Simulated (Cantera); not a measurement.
**SiO2 + Al2O3 + N2 (silicates and aluminates)**

Feed: 1 mol SiO2, 0.15 mol Al2O3, 0.15 mol N2, held at 0.100 bar.

Cantera equilibrium calculation (NASA polynomials, part measured and part estimated; ideal gas, pure solids and liquids). Candidate condensed phases: Al, AlN, Al2O3, Al2SiO5, Al6Si2O13, Si, SiO2, Si2N2O, Si3N4; 23 gas species. Mutual solubility and eutectic melting of coexisting phases are not modelled. The tables hold silica as quartz up to 1696 K and as liquid above; real silica turns to tridymite and cristobalite and melts near 1996 K. Condensed phases not in the tables: alloys, solid solutions and most ternary compounds. The numbers say what is thermodynamically allowed, not how fast it happens.

| T (°C) | log p N2 | log p SiO | log p NO | log p O2 | log p O | log p SiO2 | log p N | log p N2O | n Al6Si2O13(mullite) | n SiO2(β-quartz) | n SiO2(condensed) | n SiO2(l) |
|---|---|---|---|---|---|---|---|---|---|---|---|---|
| 1077 | -1.00 | -10.47 | -10.46 | <-13 | <-13 | <-13 | <-13 | <-13 | 0.0500 | 0.900 | 0 | 0 |
| 1177 | -1.00 | -9.28 | -9.29 | -12.31 | -11.85 | -12.38 | <-13 | <-13 | 0.0500 | 0.900 | 0 | 0 |
| 1277 | -1.00 | -8.26 | -8.26 | -10.69 | -10.45 | -11.01 | <-13 | -12.93 | 0.0500 | 0.900 | 0 | 0 |
| 1377 | -1.00 | -7.35 | -7.37 | -9.27 | -9.22 | -9.80 | -12.20 | -12.05 | 0.0500 | 0.900 | 0 | 0 |
| 1477 | -1.00 | -6.55 | -6.59 | -8.05 | -8.15 | -8.74 | -11.33 | -11.27 | 0.0500 | 0 | 0.900 | 0 |
| 1577 | -1.00 | -5.83 | -5.91 | -6.99 | -7.21 | -7.81 | -10.56 | -10.60 | 0.0500 | 0 | 0.900 | 0 |
| 1677 | -1.00 | -5.16 | -5.32 | -6.07 | -6.38 | -6.98 | -9.87 | -10.02 | 0.0500 | 0 | 0.900 | 0 |
| 1777 | -1.00 | -4.55 | -4.81 | -5.28 | -5.65 | -6.23 | -9.24 | -9.51 | 0.0500 | 0 | 0 | 0.900 |
log p: log10 of the partial pressure in bar; n: condensed amount in mol.

From 1077 °C to 1377 °C the condensed part is Al6Si2O13(mullite) + SiO2(β-quartz). From 1477 °C to 1677 °C the condensed part is Al6Si2O13(mullite) + SiO2(condensed). At 1777 °C the condensed part is Al6Si2O13(mullite) + SiO2(l).
